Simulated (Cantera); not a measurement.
An isothermal, constant-pressure homogeneous reactor starts with H₂ : O₂ : N₂ = 1.4 : 1 : 14 (molar parts), equivalence ratio 0.70, at 825 K and 143 Torr.

Detailed kinetics in Cantera: the H2/O2 subset of GRI-Mech 3.0, which has no nitrogen chemistry. Below about 950 K walls govern HO2 and H2O2 in real vessels. The temperature is held fixed by assumption; the heat of reaction is taken as removed at once.

Question: Predict: x(H₂) at 4.00 s; x(O₂) at 4.00 s; x(H₂O₂) at 4.00 s; x(H) at 4.00 s; x(H₂O) at 4.00 s; x(HO₂) at 4.00 s; x(O) at 4.00 s.

Answer: 
| Quantity | Result |
|---|---|
| x(H₂) at 4.00 s | 0.0195 (gas-phase equilibrium <1e-12) |
| x(O₂) at 4.00 s | 0.0287 (gas-phase equilibrium 0.0191) |
| x(H₂O₂) at 4.00 s | 3.06e-5 (gas-phase equilibrium 1.01e-12) |
| x(H) at 4.00 s | 2.45e-8 (gas-phase equilibrium <1e-12) |
| x(H₂O) at 4.00 s | 0.0688 (gas-phase equilibrium 0.0892) |
| x(HO₂) at 4.00 s | 3.27e-6 (gas-phase equilibrium 3.24e-12) |
| x(O) at 4.00 s | 4.81e-9 (gas-phase equilibrium <1e-12) |
